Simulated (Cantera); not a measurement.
Feed: 1 mol Fe₂O₃, a varied amount of CO, 3.3 mol N₂, held at 2227 °C and 0.490 bar.

Equilibrium computed with Cantera from the NASA thermochemical tables; the gas is ideal and each condensed phase is pure. Candidate condensed phases: C, Fe, Fe(CO)₅, FeO, Fe₂O₃, Fe₃O₄; 27 gas species. The tables' stoichiometric FeO is somewhat more stable than real wüstite, so its field is too wide. FeO: taken at fixed stoichiometry. Kinetics and transport are ignored.

Q: At 3.8 mol CO, list the 6 most abundant gas species with their mole fractions, and the condensed phases.

A: N₂ 0.457, CO 0.378, CO₂ 0.149, Fe 0.0125, FeO 0.00158, NO 0.000794. Condensed: FeO(l).
